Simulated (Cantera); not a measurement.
Feed: 1 mol SiCl₄, a varied amount of N₂O, 97 mol N₂, equilibrated at 1573 K and 75.0 Torr.

Equilibrium computed with Cantera from the NASA thermochemical tables; the gas is ideal and each condensed phase is pure. Candidate condensed phases: Si, SiO₂, Si₂N₂O, Si₃N₄; 23 gas species. The tables hold silica as quartz up to 1696 K and as liquid above; real silica turns to tridymite and cristobalite and melts near 1996 K. Rates play no part.

At 12 mol N₂O, list the 5 most abundant gas species with their mole fractions, and the condensed phases.

N₂ 0.929, O₂ 0.0422, Cl 0.0225, Cl₂ 0.00579, NO 0.000837. Condensed: SiO₂(β-quartz).
